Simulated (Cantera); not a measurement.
An adiabatic, constant-volume homogeneous reactor starts with 18.6 % CH₄, 3.90 % CO, 16.3 % O₂, 61.3 % N₂, at 1475 K and 100000 Pa.

Model: GRI-Mech 3.0 (53 species, 325 reactions), integrated in Cantera.

x: mole fraction; the columns are a selection and need not sum to one.

| t (s) | T (K) | P (bar) | x CH₄ | x CO | x O₂ | x NO | x H | x C₂H₆ | x HO₂ |
|---|---|---|---|---|---|---|---|---|---|
| 3.00e-6 | 1475 | 1.000 | 0.186 | 0.0390 | 0.163 | <1e-12 | 9.59e-9 | 6.87e-12 | 2.66e-7 |
| 6.68e-6 | 1475 | 1.000 | 0.186 | 0.0390 | 0.163 | <1e-12 | 1.00e-8 | 8.52e-11 | 5.65e-7 |
| 1.49e-5 | 1475 | 1.000 | 0.186 | 0.0390 | 0.163 | <1e-12 | 1.11e-8 | 1.08e-9 | 1.13e-6 |
| 3.32e-5 | 1475 | 1.000 | 0.186 | 0.0390 | 0.163 | <1e-12 | 1.39e-8 | 1.52e-8 | 2.00e-6 |
| 7.39e-5 | 1475 | 1.000 | 0.186 | 0.0390 | 0.163 | <1e-12 | ? | ? | 2.81e-6 |
| 0.000165 | 1475 | 1.00 | 0.186 | 0.0390 | 0.163 | <1e-12 | 4.48e-8 | 3.86e-6 | 3.04e-6 |
| 0.000367 | 1476 | 1.00 | 0.185 | 0.0390 | 0.163 | <1e-12 | ? | ? | ? |
| 0.000818 | 1481 | 1.00 | 0.184 | 0.0390 | 0.162 | <1e-12 | 2.83e-7 | 0.000288 | 8.98e-6 |
| 0.00182 | 1524 | 1.04 | 0.175 | 0.0409 | 0.156 | 7.20e-12 | 2.59e-6 | 0.00162 | 3.98e-5 |
| 0.00406 | 2582 | 2.13 | 1.48e-10 | 0.171 | 9.19e-6 | 0.000272 | 0.0110 | <1e-12 | 1.14e-8 |
| 0.00904 | 2583 | 2.13 | 1.42e-10 | 0.171 | 9.29e-6 | 0.000153 | 0.0110 | <1e-12 | 1.16e-8 |
| 0.0201 | 2583 | 2.13 | 1.41e-10 | 0.171 | 9.30e-6 | 0.000142 | 0.0110 | <1e-12 | 1.16e-8 |
| 0.0449 | 2583 | 2.13 | 1.41e-10 | 0.171 | 9.30e-6 | 0.000141 | 0.0110 | <1e-12 | 1.16e-8 |
| 0.100 | 2583 | 2.13 | 1.41e-10 | 0.171 | 9.30e-6 | 0.000141 | 0.0110 | <1e-12 | 1.16e-8 |

Problem. What belongs in the gaps?

Solution. 
- 7.39e-5, x H: 2.19e-8
- 7.39e-5, x C₂H₆: 2.40e-7
- 0.000367, x H: 1.09e-7
- 0.000367, x C₂H₆: 4.59e-5
- 0.000367, x HO₂: 4.06e-6
